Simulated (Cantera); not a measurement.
Mixture: 4.05 % CH4, 0.405 % C2H6, 0.446 % C3H8, 16.5 % O2, 59.5 % N2, 19.0 % CO2, at 18.8 atm, adiabatic and at constant pressure. Ignition delay is the time to a rise of 400 K.

Detailed kinetics in Cantera: GRI-Mech 3.0 (53 species, 325 reactions). The pressure lies above the range GRI-Mech 3.0 was tuned for (to about 10 atm).

At T0 = 1448 K, what is the delay, and which 6 reactions control it most (d ln τ / d ln k, from doubling and halving each rate constant)?

The delay is 46.7 µs.
```tsv
reaction	d ln τ / d ln k	faster rate
CH3 + HO2 <=> CH3O + OH	-0.61	shortens it
H + O2 <=> O + OH	-0.49	shortens it
2 CH3 (+M) <=> C2H6 (+M)	0.30	lengthens it
C2H5 + CH3 (+M) <=> C3H8 (+M)	-0.23	shortens it
CH4 + OH <=> CH3 + H2O	0.22	lengthens it
C2H6 + OH <=> C2H5 + H2O	-0.18	shortens it
```
